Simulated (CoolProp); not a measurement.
1,2-dichloroethane along the isobar 7.84 MPa: density (kg/m³) from the reference equation and from simpler models built on Tc = 561.6 K, pc = 5.226 MPa, ω = 0.269; each cubic takes its own stable root.

Computed with CoolProp (reference Helmholtz-energy equation of state, Thol 2015).

```
T (K)   phase  reference
-----  ------  ---------
281.2  liquid       1276
291.5  liquid       1262
301.8  liquid       1248
312.1  liquid       1233
322.5  liquid       1219
332.8  liquid       1204
343.1  liquid       1189
353.4  liquid       1173
363.7  liquid       1158
374    liquid       1142
```

Q: How far does each simpler model (van der Waals, Redlich-Kwong, Soave-Redlich-Kwong, Peng-Robinson) lie from the reference over these 10 states: mean and median of the absolute difference, and the worst?

A: 
- van der Waals: mean 41.4 %, median 41.4 %, worst -42.0 % at 281.2 K and 7.84 MPa
- Redlich-Kwong: mean 14.7 %, median 14.7 %, worst -14.8 % at 374 K and 7.84 MPa
- Soave-Redlich-Kwong: mean 12.5 %, median 12.4 %, worst -13.0 % at 281.2 K and 7.84 MPa
- Peng-Robinson: mean 1.4 %, median 1.4 %, worst -2.3 % at 281.2 K and 7.84 MPa
